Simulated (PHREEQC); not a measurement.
# Polishing slurry liquid (model solution)

Dissolve 0.074 mol/kgw K2CO3 and 3.5e-06 mol/kgw CO2 at 20 °C. Closed to the air; pH follows from the charge balance.

Model: Pitzer model, pitzer.dat, run in PHREEQC.

```
Property                      Value
--------------------  -------------
pH                            11.44
ionic strength        0.220 mol/kgw
specific conductance    13600 µS/cm
density                 1.007 g/cm³
osmotic coefficient           0.839
total alkalinity         148 meq/kg
```

```
species  molality  activity   log γ
-------  --------  --------  ------
K+          0.148     0.104  -0.153
CO3-2      0.0715    0.0204  -0.544
HCO3-     0.00252   0.00179  -0.150
OH-       0.00252   0.00190  -0.122
CO2       1.49e-8   1.52e-8   0.007
```

Precipitation was switched off in this run. Complexes and solids missing from the database can't appear.
